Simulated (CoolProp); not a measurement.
A simple Rankine cycle with n-heptane: condensing at 323.15 K, boiler at 1.01 MPa, turbine inlet 480 K, turbine efficiency 0.6, pump efficiency 0.6, no recuperator. Each further row changes one setting.

Model: reference Helmholtz-energy equation of state, Span 2003, in CoolProp. It is a short technical equation, of lower accuracy than the large ones.

```csv
case,thermal efficiency (%),net work (kJ/kg),heat in (kJ/kg),turbine exit temperature (K),volume ratio over the turbine
as stated,12.3,78.6,642,429.7,63.6
turbine inlet 500 K,12.0,83.7,(withheld),451.7,60.5
condensing temperature 315.15 K,(withheld),85.4,(withheld),(withheld),88.7
boiler pressure 0.707 MPa,11.4,74.8,656,437.8,40.4
turbine efficiency 0.5,(withheld),65.1,642,435.7,64.5
```

**Question.** Fill in the missing entries.

**Answer.** 
- turbine inlet 500 K, heat in (kJ/kg): 697
- condensing temperature 315.15 K, thermal efficiency (%): 12.9
- condensing temperature 315.15 K, heat in (kJ/kg): 660
- condensing temperature 315.15 K, turbine exit temperature (K): 426.6
- turbine efficiency 0.5, thermal efficiency (%): 10.1
